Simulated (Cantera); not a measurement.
# Stirred combustor or abatement burner

A perfectly stirred reactor is fed with CH₄ : H₂ : O₂ : N₂ = 1 : 0.21 : 1.32 : 4.95 (molar parts), at 8.30 bar; it is adiabatic with a 323 K inlet, and is followed from long to short residence time, starting on the burning branch (τ in s: 0.035, 0.019, 0.011, 0.0059, 0.0033, 0.0018, 0.001, 0.00057, 0.00032, 0.00018, 9.7e-05, 5.4e-05, 3e-05).

Detailed kinetics in Cantera: GRI-Mech 3.0 (53 species, 325 reactions).

```json
[
 {"τ (s)": "0.035", "T (K)": "1911", "x CH₄": "0.00588", "x H₂": "0.0819", "x O₂": "0.000380", "x NO": "2.04e-6", "x C₂H₆": "4.62e-6", "x CH₂CO": "1.11e-5", "x HO₂": "1.56e-7"},
 {"τ (s)": "0.019", "T (K)": "1916", "x CH₄": "0.00714", "x H₂": "0.0768", "x O₂": "0.000648", "x NO": "1.91e-6", "x C₂H₆": "7.98e-6", "x CH₂CO": "1.80e-5", "x HO₂": "2.70e-7"},
 {"τ (s)": "0.011", "T (K)": "1918", "x CH₄": "0.00835", "x H₂": "0.0722", "x O₂": "0.00104", "x NO": "1.76e-6", "x C₂H₆": "1.28e-5", "x CH₂CO": "2.73e-5", "x HO₂": "4.43e-7"},
 {"τ (s)": "0.0059", "T (K)": "1918", "x CH₄": "0.00984", "x H₂": "0.0673", "x O₂": "0.00177", "x NO": "1.53e-6", "x C₂H₆": "2.20e-5", "x CH₂CO": "4.35e-5", "x HO₂": "7.89e-7"},
 {"τ (s)": "0.0033", "T (K)": "1913", "x CH₄": "0.0114", "x H₂": "0.0631", "x O₂": "0.00289", "x NO": "1.27e-6", "x C₂H₆": "3.68e-5", "x CH₂CO": "6.73e-5", "x HO₂": "1.38e-6"},
 {"τ (s)": "0.0018", "T (K)": "1900", "x CH₄": "0.0132", "x H₂": "0.0592", "x O₂": "0.00484", "x NO": "9.56e-7", "x C₂H₆": "6.52e-5", "x CH₂CO": "0.000107", "x HO₂": "2.60e-6"},
 {"τ (s)": "0.0010", "T (K)": "1870", "x CH₄": "0.0156", "x H₂": "0.0558", "x O₂": "0.00824", "x NO": "6.23e-7", "x C₂H₆": "0.000123", "x CH₂CO": "0.000174", "x HO₂": "5.22e-6"},
 {"τ (s)": "0.00057", "T (K)": "1805", "x CH₄": "0.0197", "x H₂": "0.0526", "x O₂": "0.0154", "x NO": "2.79e-7", "x C₂H₆": "0.000277", "x CH₂CO": "0.000320", "x HO₂": "1.27e-5"},
 {"τ (s)": "0.00032", "T (K)": "323", "x CH₄": "0.134", "x H₂": "0.0281", "x O₂": "0.176", "x NO": "<1e-12", "x C₂H₆": "<1e-12", "x CH₂CO": "<1e-12", "x HO₂": "<1e-12"},
 {"τ (s)": "0.00018", "T (K)": "323", "x CH₄": "0.134", "x H₂": "0.0281", "x O₂": "0.176", "x NO": "<1e-12", "x C₂H₆": "<1e-12", "x CH₂CO": "<1e-12", "x HO₂": "<1e-12"},
 {"τ (s)": "9.7e-5", "T (K)": "323", "x CH₄": "0.134", "x H₂": "0.0281", "x O₂": "0.176", "x NO": "<1e-12", "x C₂H₆": "<1e-12", "x CH₂CO": "<1e-12", "x HO₂": "<1e-12"},
 {"τ (s)": "5.4e-5", "T (K)": "323", "x CH₄": "0.134", "x H₂": "0.0281", "x O₂": "0.176", "x NO": "<1e-12", "x C₂H₆": "<1e-12", "x CH₂CO": "<1e-12", "x HO₂": "<1e-12"},
 {"τ (s)": "3.0e-5", "T (K)": "323", "x CH₄": "0.134", "x H₂": "0.0281", "x O₂": "0.176", "x NO": "<1e-12", "x C₂H₆": "<1e-12", "x CH₂CO": "<1e-12", "x HO₂": "<1e-12"}
]
```
x: mole fraction; the columns are a selection and need not sum to one.
